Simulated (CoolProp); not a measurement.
R236FA along the isotherm 400 K: Z from the reference equation and from simpler models built on Tc = 398.1 K, pc = 31.91 bar, ω = 0.377; each cubic takes its own stable root.

The numbers come from the reference Helmholtz-energy equation of state, Pan 2012 in CoolProp.

| p (bar) | phase | reference |
|---|---|---|
| 4.35 | gas | 0.9519 |
| 8.7 | gas | 0.9005 |
| 13.1 | gas | 0.8439 |
| 17.4 | gas | 0.7824 |
| 21.8 | gas | 0.7101 |
| 26.1 | gas | 0.6237 |
| 30.5 | gas | 0.4966 |
| 34.8 | supercritical | 0.2113 |
| 39.2 | supercritical | 0.2139 |
| 43.5 | supercritical | 0.2264 |
| 47.9 | supercritical | 0.2414 |

**Question.** How far does each simpler model (van der Waals, Soave-Redlich-Kwong, Peng-Robinson) lie from the reference over these 11 states: mean and median of the absolute difference, and the worst?

**Answer.** 
- van der Waals: mean 19.5 %, median 7.1 %, worst +46.7 % at 400 K and 39.2 bar
- Soave-Redlich-Kwong: mean 10.1 %, median 2.3 %, worst +30.0 % at 400 K and 34.8 bar
- Peng-Robinson: mean 5.8 %, median 1.9 %, worst +18.8 % at 400 K and 34.8 bar
